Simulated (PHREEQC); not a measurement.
1 kg of water holding 0.18 mol/kgw KCl and 0.0038 mol/kgw K2CO3 is evaporated at 40 °C; the solids stay in contact with the brine. CO2 is held at log p = -3.4 (atm). Solids allowed: Kalicinite, Sylvite. Others were left out.

The series has 28 steps of water left (kg), from 1 to 0.005022.

Model: Pitzer model, pitzer.dat, run in PHREEQC.

**Question.** Which solids form, in which order, and at which step of the series does each first stand?

**Answer.** Sylvite from water left = 0.0293 kg (pH 9.79).

Constants without temperature data keep their 25 °C values here.
